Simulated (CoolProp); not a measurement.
A closed Brayton cycle with nitrogen: compressor inlet 316.15 K and 2.5 MPa, high pressure 6.57 MPa, turbine inlet 645 K, compressor efficiency 0.89, turbine efficiency 0.93, recuperator effectiveness 0 (on enthalpy, no pinch check). Each further row changes one setting.

Values from CoolProp's reference Helmholtz-energy equation of state, Span 2000.

| case | thermal efficiency (%) | net work (kJ/kg) | compressor to turbine work | compressor exit (K) | turbine exit (K) |
|---|---|---|---|---|---|
| as stated | (withheld) | 34.9 | 0.77 | 430.1 | 503.2 |
| turbine inlet 595 K | (withheld) | (withheld) | 0.84 | 430.1 | 463.1 |
| compressor inlet 326.15 K | 14.1 | (withheld) | 0.80 | (withheld) | 503.2 |
| high pressure 5.58 MPa | 13.3 | (withheld) | 0.74 | 408.5 | (withheld) |
| recuperator effectiveness 0.5 | (withheld) | 34.9 | 0.77 | 430.1 | 503.2 |

Complete the blanks.


- as stated, thermal efficiency (%): 14.9
- turbine inlet 595 K, thermal efficiency (%): 12.7
- turbine inlet 595 K, net work (kJ/kg): 22.7
- compressor inlet 326.15 K, net work (kJ/kg): 31.0
- compressor inlet 326.15 K, compressor exit (K): 443.5
- high pressure 5.58 MPa, net work (kJ/kg): 34.2
- high pressure 5.58 MPa, turbine exit (K): 524.9
- recuperator effectiveness 0.5, thermal efficiency (%): 17.8
